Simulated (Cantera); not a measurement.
Input: 1 mol borazine, 0.86 mol N2, 0.32 mol O2, held at 1.33 mbar.

These are equilibrium values from Cantera (NASA tables, ideal gas, pure condensed phases), not measurements of a reactor. Candidate condensed phases: B, BN, B2O3, B3O3H3, H2O; 39 gas species. The feed counts by its element totals alone. Mutual solubility and eutectic melting of coexisting phases are not modelled. Rates play no part.

Q: Which condensed phases are stable at each of these points (T (°C)): 727, 877, 1027, 1177, 1327, 1477, 1627?

A: 
```json
[
 {"T (°C)": "727", "condensed phases": "BN(s) + B2O3(l)", "B condensed (%)": "100.0"},
 {"T (°C)": "877", "condensed phases": "BN(s) + B2O3(l)", "B condensed (%)": "100.0"},
 {"T (°C)": "1027", "condensed phases": "BN(s) + B2O3(l)", "B condensed (%)": "99.7"},
 {"T (°C)": "1177", "condensed phases": "BN(s) + B2O3(l)", "B condensed (%)": "96.3"},
 {"T (°C)": "1327", "condensed phases": "BN(s)", "B condensed (%)": "83.8"},
 {"T (°C)": "1477", "condensed phases": "BN(s)", "B condensed (%)": "80.2"},
 {"T (°C)": "1627", "condensed phases": "BN(s)", "B condensed (%)": "78.8"}
]
```

From 727 °C to 1177 °C the condensed part is BN(s) + B2O3(l). From 1327 °C to 1627 °C the condensed part is BN(s).
